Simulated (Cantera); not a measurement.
An adiabatic, constant-pressure homogeneous reactor starts with 6.90 % CH4, 0.490 % CO, 19.5 % O2, 73.1 % N2, equivalence ratio 0.72, at 1200 K and 728 Torr.

Cantera simulation using GRI-Mech 3.0 (53 species, 325 reactions); the numbers are that mechanism's predictions, not measurements.

### Question
Predict: time of steepest temperature rise; temperature at 0.200 s; equilibrium temperature; x(CO) at 0.200 s; x(O2) at 0.200 s; x(H2) at 0.200 s; x(CO2) at 0.200 s; x(OH) at 0.200 s.

### Answer
- time of steepest temperature rise = 40.7 ms
- temperature at 0.200 s = 2466 K
- equilibrium temperature = 2466 K
- x(CO) at 0.200 s = 0.00888 (gas-phase equilibrium 0.00888)
- x(O2) at 0.200 s = 0.0514 (gas-phase equilibrium 0.0514)
- x(H2) at 0.200 s = 0.00290 (gas-phase equilibrium 0.00290)
- x(CO2) at 0.200 s = 0.0644 (gas-phase equilibrium 0.0644)
- x(OH) at 0.200 s = 0.0104 (gas-phase equilibrium 0.0104)
